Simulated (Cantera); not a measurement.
A perfectly stirred reactor is fed with CH4 : O2 : N2 = 1 : 2.13 : 8 (molar parts), equivalence ratio 0.94, at 17.0 bar; it is adiabatic with a 500 K inlet, and is followed from long to short residence time, starting on the burning branch (τ in s: 0.091, 0.05, 0.028, 0.015, 0.0084, 0.0046, 0.0026, 0.0014, 0.00078, 0.00043, 0.00024, 0.00013, 7.3e-05).

Cantera simulation using GRI-Mech 3.0 (53 species, 325 reactions); the numbers are that mechanism's predictions, not measurements. The pressure lies above the range GRI-Mech 3.0 was tuned for (to about 10 atm).

Q: What does this change do: CH4 1 to 0.76 parts?

A: 
```csv
quantity,before,after
"blow-out, bracketed by the residence times tried","burning at 73.0 µs, the shortest tried","burning at 73.0 µs, the shortest tried"
x(CH4) at τ = 91.0 ms,4.04e-7,1.08e-6
x(O2) at τ = 91.0 ms,0.0114,0.0556
x(H2O2) at τ = 91.0 ms,3.79e-7,2.71e-7
x(H2O) at τ = 91.0 ms,0.177,0.139
x(O) at τ = 91.0 ms,0.000161,4.54e-5
x(CH4) at τ = 2.60 ms,1.22e-5,2.82e-5
x(O2) at τ = 2.60 ms,0.0131,0.0561
x(H2O2) at τ = 2.60 ms,4.47e-7,3.94e-7
x(H2O) at τ = 2.60 ms,0.176,0.139
x(O) at τ = 2.60 ms,0.000202,7.52e-5
```
